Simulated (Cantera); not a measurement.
Feed: 1 mol SiF4, 0.71 mol O2, 13 mol N2, equilibrated at 1023.15 K and 0.000110 bar.

Equilibrium computed with Cantera from the NASA thermochemical tables; the gas is ideal and each condensed phase is pure. Candidate condensed phases: Si, SiO2, Si2N2O, Si3N4; 28 gas species. The numbers say what is thermodynamically allowed, not how fast it happens.

What is the equilibrium state?


```
Quantity                             Result
--------------------------------  ---------
x(N2)                                 0.884
x(SiF4)                              0.0680
x(O2)                                0.0483
x(NO)                               2.04e-5
gas amount                        14.71 mol
log10 activity of Si(s) (absent)     -31.79
```
